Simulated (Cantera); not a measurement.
An isothermal, constant-pressure homogeneous reactor starts with 0.664 % CH3OH, 0.287 % O2, 99.0 % N2, equivalence ratio 3.5, at 1600 K and 7.50 bar.

Detailed kinetics in Cantera: GRI-Mech 3.0 (53 species, 325 reactions). GRI-Mech 3.0 was tuned for natural gas; its chemistry of methanol as a main component is partial and can be far from experiment.

x: mole fraction; the columns are a selection and need not sum to one.

| t (s) | x CH3OH | x O2 | x CH2 | x HCO | x CH2CO | x H | x CH2O |
|---|---|---|---|---|---|---|---|
| 6.00e-6 | 0.00640 | 0.00283 | 1.17e-6 | 7.78e-8 | 1.34e-8 | 5.74e-6 | 0.000208 |
| 4.13e-5 | [?] | [?] | [?] | [?] | [?] | [?] | [?] |
| 0.000284 | 3.59e-10 | 3.13e-7 | 2.55e-9 | 2.75e-8 | 6.77e-10 | 0.000611 | 2.67e-9 |
| 0.00195 | 6.76e-11 | 4.74e-9 | 1.03e-10 | 3.93e-9 | 2.23e-10 | 8.49e-5 | 3.73e-10 |
| 0.0134 | 1.48e-11 | 9.35e-11 | 3.52e-12 | 5.58e-10 | 5.91e-11 | 1.21e-5 | 1.84e-10 |
| 0.0923 | 2.97e-12 | 3.26e-12 | <1e-12 | 1.10e-10 | 9.87e-12 | [?] | 1.57e-10 |
| 0.634 | 2.22e-12 | 1.81e-12 | <1e-12 | 8.48e-11 | 6.69e-12 | 1.84e-6 | 1.55e-10 |
| 4.36 | 1.88e-12 | 1.81e-12 | <1e-12 | 8.48e-11 | 3.81e-12 | 1.84e-6 | 1.54e-10 |
| 30.0 | <1e-12 | 1.81e-12 | <1e-12 | 8.48e-11 | <1e-12 | 1.84e-6 | 1.52e-10 |

Task: Some entries are withheld; supply them.

Result: 
- 4.13e-5, x CH3OH: 0.00102
- 4.13e-5, x O2: 0.00207
- 4.13e-5, x CH2: 3.55e-7
- 4.13e-5, x HCO: 5.68e-6
- 4.13e-5, x CH2CO: 2.14e-6
- 4.13e-5, x H: 6.77e-5
- 4.13e-5, x CH2O: 0.00150
- 0.0923, x H: 2.38e-6
